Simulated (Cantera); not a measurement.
**Thermodynamics of boron, boron nitride and boron oxide, feed BCl₃ + H₂O + H₂**

Charge: 1 mol BCl₃, 2 mol H₂O, 6.1 mol H₂, held at 552 °C and 110 Pa.

These are equilibrium values from Cantera (NASA tables, ideal gas, pure condensed phases), not measurements of a reactor. Candidate condensed phases: B, B₂O₃, B₃O₃H₃, H₂O; 33 gas species. Kinetics and transport are ignored.

- x(H₂) = 0.635
- x(HCl) = 0.313
- x(H₂O) = 0.0520
- x((HBO₂)₃) = 3.07e-5
- x(HBO₂) = 2.02e-6
- n(B₂O₃(l)) = 0.500 mol
- gas amount = 9.600 mol
- log10 activity of B(s) (absent) = -12.64
- log10 activity of B₃O₃H₃(s) (absent) = -23.08
